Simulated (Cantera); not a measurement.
# NO annealing gas

A perfectly stirred reactor is fed with 37.7 % NO, 56.6 % N2, 5.66 % H2O, at 2670 Pa; it is held at 1900 K, and followed from long to short residence time.

Cantera simulation using GRI-Mech 3.0 (53 species, 325 reactions); the numbers are that mechanism's predictions, not measurements. Radical loss at walls, strong at low pressure, is not modelled.

| τ (s) | x NO | x N2O | x N2 | x O2 | x O | x NO2 |
|---|---|---|---|---|---|---|
| 11 | 0.275 | 1.28e-5 | 0.617 | 0.0507 | 0.000424 | 4.46e-5 |
| 3.6 | 0.340 | 1.84e-5 | 0.584 | 0.0185 | 0.000259 | 3.30e-5 |
| 1.2 | 0.364 | 1.95e-5 | 0.572 | 0.00631 | 0.000150 | 2.10e-5 |
| 0.42 | 0.373 | 2.02e-5 | 0.568 | 0.00233 | 8.26e-5 | 1.46e-5 |
| 0.15 | 0.376 | 2.36e-5 | 0.566 | 0.000895 | 3.83e-5 | 1.34e-5 |
| 0.050 | 0.377 | 2.66e-5 | 0.566 | 0.000288 | 1.65e-5 | 1.82e-5 |
| 0.017 | 0.377 | 1.95e-5 | 0.566 | 5.30e-5 | 8.50e-6 | 2.38e-5 |
| 0.0058 | 0.377 | 9.55e-6 | 0.566 | 1.08e-6 | 1.49e-6 | 8.31e-6 |
| 0.0020 | 0.377 | 3.79e-6 | 0.566 | 3.53e-8 | 4.96e-7 | 1.15e-6 |
| 0.00068 | 0.377 | 1.36e-6 | 0.566 | 3.76e-9 | 3.41e-7 | 1.41e-7 |
x: mole fraction; the columns are a selection and need not sum to one.
